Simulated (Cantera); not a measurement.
Input: 1 mol CH3Cl, 0.055 mol F2, equilibrated at 0.380 bar.

Equilibrium computed with Cantera from the NASA thermochemical tables; the gas is ideal and each condensed phase is pure. Candidate condensed phases: C, C6H6, C7H8, C8H18; 135 gas species. Ions and electrons are included (thermal ionisation). The tables' values for CCl are old estimates; treat these amounts as uncertain. Kinetics and transport are ignored. All values below are at 4000 K.

Base state: H 0.565, Cl 0.213, H2 0.0477, C 0.0438, C3 0.0424, HCl 0.0277, HF 0.0200, C2 0.0195 (mole fractions); condensed: gas only.

Task: What changes in the equilibrium state with this change: pressure from 0.380 bar to 0.100 bar?

Result: 
```json
[
 {"species": "H", "before": "0.565", "after": "0.603"},
 {"species": "Cl", "before": "0.213", "after": "0.210"},
 {"species": "C", "before": "0.0438", "after": "0.0898"},
 {"species": "H2", "before": "0.0477", "after": "0.0143"},
 {"species": "HCl", "before": "0.0277", "after": "0.00766"},
 {"species": "C2H", "before": "0.0106", "after": "0.00330"},
 {"species": "F", "before": "0.00573", "after": "0.0117"},
 {"species": "HF", "before": "0.0200", "after": "0.0114"},
 {"species": "C3", "before": "0.0424", "after": "0.0253"},
 {"species": "C2", "before": "0.0195", "after": "0.0216"},
 {"species": "C4H2", "before": "2.92e-5", "after": "7.41e-7"},
 {"species": "C2HCl", "before": "5.47e-5", "after": "4.42e-6"},
 {"species": "C2H2 (vinylidene)", "before": "3.16e-5", "after": "2.76e-6"},
 {"species": "C2H2 (acetylene)", "before": "0.00184", "after": "0.000160"},
 {"species": "CH2", "before": "3.74e-5", "after": "6.06e-6"}
]
```
